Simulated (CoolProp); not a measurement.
Saturation properties of C2F6 (R116) (Tc = 293.0 K, pc = 3.048 MPa, ω = 0.257).

The numbers come from the reference Helmholtz-energy equation of state, Lemmon 2006 in CoolProp. It is a short technical equation, of lower accuracy than the large ones.

```csv
T (K),p (MPa),liquid density (kg/m³),vapour viscosity (µPa s)
226.9,0.4284,1452,10.5
233.7,0.5511,1415,10.9
240.4,0.6959,1377,11.2
247.2,0.8699,1335,11.6
254,1.074,1290,12.1
260.8,1.312,1241,12.7
267.6,1.588,1185,13.4
274.4,1.906,1121,14.5
281.2,2.271,1043,16.2
288,2.691,930.3,19.6
```

It boils at 195.1 K under 1 atm.

Viscosity comes from a separate model (Huber 2003), an estimate that may be off by 10 % or more.
